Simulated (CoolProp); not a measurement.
Vapour-liquid equilibrium of R134a (1) + R152A (2) at -15.05 °C; x and y are mole fractions of (1).

Computed with CoolProp (multi-fluid Helmholtz-energy mixture model, Tillner-Roth 1994 and Outcalt 1996; pair parameters Lemmon 2004).

Give the bubble pressure and the first vapour's composition at x = 0.05, 0.5, 0.65. Is there an azeotrope?

x = 0.05: 1.481 bar, y = 0.048; x = 0.5: 1.505 bar, y = 0.523; x = 0.65: 1.534 bar, y = 0.680. y crosses x between x = 0.125 and 0.2: the model has an azeotrope there.

Pair parameters are fitted to limited data, so mixtures are less certain than the pure fluids.
